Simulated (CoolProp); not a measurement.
Vapour-liquid equilibrium of ethylene (1) + propylene (2) at 0.382 MPa; x and y are mole fractions of (1).

Values from CoolProp's multi-fluid Helmholtz-energy mixture model, Smukala 2000 and Lemmon 2013; pair parameters Bell 2016.

Question: Give the bubble temperature and the first vapour's composition at x = 0.2, 0.5, 0.65. Is there an azeotrope?

Answer: x = 0.2: 232.2 K, y = 0.692; x = 0.5: 211.6 K, y = 0.921; x = 0.65: 205.6 K, y = 0.958. No azeotrope shows between x = 0.05 and 0.95.

The pair parameters rest on a limited set of measurements; away from them the model extrapolates.
